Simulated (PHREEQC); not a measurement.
A solution holds 0.0057 mol/kgw H3BO3 and 0.18 mol/kgw Na2SO4, at 5 °C. Closed to the air; pH follows from the charge balance.

Computed with PHREEQC (ion-association model, phreeqc.dat).

```
quantity                   before    after
------------------------  -------  -------
pH                           6.04     6.01
ionic strength (mol/kgw)    0.453    0.440
H2BO3- (mol/kgw)          3.64e-6  9.18e-6
```

Q: Which change was made?
(A) diluted 5-fold with water
(B) Na2SO4 left out
(C) temperature from 5 to 60 °C
(D) H3BO3 replaced by NH4BF4 at the same molality
(E) H3BO3 from 0.0057 to 0.00114 mol/kgw

A: C, temperature from 5 to 60 °C

Precipitation was switched off in this run. At this temperature some constants are extrapolated from 25 °C, and those without enthalpy data are left unchanged.
